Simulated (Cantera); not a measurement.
Input: 1 mol CF₄, 0.38 mol CH₄, a varied amount of H₂, equilibrated at 950 K and 1.00 bar.

These are equilibrium values from Cantera (NASA tables, ideal gas, pure condensed phases), not measurements of a reactor. Candidate condensed phases: C, C₆H₆, C₇H₈, C₈H₁₈; 95 gas species. Kinetics and transport are ignored.

### Question
At 8.7 mol H₂, list the 3 most abundant gas species with their mole fractions, and the condensed phases.

### Answer
H₂ 0.576, HF 0.368, CH₄ 0.0556. Condensed: C(graphite).
